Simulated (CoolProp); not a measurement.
The numbers come from the reference Helmholtz-energy equation of state, Lemmon and Jacobsen 2000 in CoolProp.

**Question.** Give the vapour pressure (MPa), liquid density (kg/m³), vapour density (kg/m³), vapour viscosity (µPa s) of saturated R143a at 250.1, 259.2, 263.8 K.

**Answer.** 
```json
[
 {"T (K)": "250.1", "p (MPa)": "0.282", "liquid density (kg/m³)": "1100", "vapour density (kg/m³)": "12.6", "vapour viscosity (µPa s)": "9.34"},
 {"T (K)": "259.2", "p (MPa)": "0.391", "liquid density (kg/m³)": "1070", "vapour density (kg/m³)": "17.3", "vapour viscosity (µPa s)": "9.67"},
 {"T (K)": "263.8", "p (MPa)": "0.458", "liquid density (kg/m³)": "1060", "vapour density (kg/m³)": "20.2", "vapour viscosity (µPa s)": "9.85"}
]
```

Viscosity comes from a separate model (Klein 1997), an estimate that may be off by 10 % or more.
